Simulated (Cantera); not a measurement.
Ignition delay

Mixture: 11.5 % CO, 8.31 % H2, 16.9 % O2, 63.3 % N2, equivalence ratio 0.59, at 1.00 bar, adiabatic and at constant pressure. Ignition delay is the time to a rise of 400 K.

Computed with Cantera and GRI-Mech 3.0 (53 species, 325 reactions). Below about 950 K walls govern HO2 and H2O2 in real vessels. Where the delays flatten at high temperature, the 400 K rule measures the pace of heat release, not the induction time.

```csv
T0 (K),delay (ms)
900,54.8
1000,0.369
1100,0.125
1200,0.0736
1300,0.0539
1400,0.0453
1500,0.0420
1600,0.0422
1700,0.0449
```
